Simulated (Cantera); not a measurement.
Cantera run:

```python
import numpy as np
import cantera as ct

gas_names = [...]  # 91 gases of nasa_gas.yaml made of C, Cl, H
cond_names = """
    C(gr) C6H6(L) C7H8(L) C8H18(L),n-octa
""".split()


# ... load() reads the species with a 1 bar reference pressure and builds the phases ...
atoms = {
    'CH3Cl': {'C': 1, 'H': 3, 'CL': 1},
    'H2': {'H': 2},
}
top_T = {'C(gr)': 4500}  # K; cautious upper limits of use, not melting points


# ... equilibrate(T, P, feed) seeds the gas with the atoms and calls Mixture.equilibrate('TP', solver="vcs", rtol=1e-11, max_steps=5000) ...
results = []
feed = {'CH3Cl': 1, 'H2': 6.3}  # mol
P = 26  # Pa
for T in [1848, 1898, 1948, 1998, 2048, 2098, 2148, 2198, 2248, 2298, 2348]:
    mix = equilibrate(T, P, feed)
    results.append((T, P, feed, dict(zip(mix.species_names, mix.species_moles))))

top = {s: max(r[3][s] / sum(r[3][g] for g in gas_names) for r in results) for s in gas_names}
cols = sorted((s for s in top if top[s] > 0.001), key=lambda s: -top[s])[:8]
seen = [c for c in cond_names if any(r[3].get(c, 0) > 1e-12 for r in results)]
print("log10 of partial pressures in bar; condensed amounts in mol")
print(f"{'T/K':>10s}" + "".join(f"{s[:9]:>10s}" for s in cols + seen))
for T, P, feed, n in results:
    ng = sum(n[g] for g in gas_names)
    print(f"{T:10.4g}" + "".join(f"{np.log10(max(n[s] / ng * P / 1e5, 1e-99)):10.3f}" for s in cols)
          + "".join(f"{n.get(c, 0):10.4g}" for c in seen))
```

Result:

```
log10 of partial pressures in bar; condensed amounts in mol
       T/K        H2         H       HCL        CL C2H2,acet     C(gr)
      1848    -3.655    -5.103    -4.523    -6.090    -7.244    0.9963
      1898    -3.662    -4.938    -4.532    -5.930    -7.086    0.9946
      1948    -3.671    -4.783    -4.544    -5.780    -6.940    0.9924
      1998    -3.684    -4.637    -4.560    -5.641    -6.804    0.9894
      2048    -3.701    -4.501    -4.582    -5.512    -6.681    0.9856
      2098    -3.724    -4.374    -4.611    -5.394    -6.569    0.9809
      2148    -3.753    -4.257    -4.648    -5.287    -6.471    0.9752
      2198    -3.790    -4.149    -4.694    -5.191    -6.386    0.9683
      2248    -3.837    -4.053    -4.752    -5.107    -6.317    0.9603
      2298    -3.896    -3.967    -4.822    -5.036    -6.264    0.9508
      2348    -3.966    -3.892    -4.907    -4.977    -6.229    0.9388
```

Cantera equilibrium calculation (NASA polynomials, part measured and part estimated; ideal gas, pure solids and liquids).
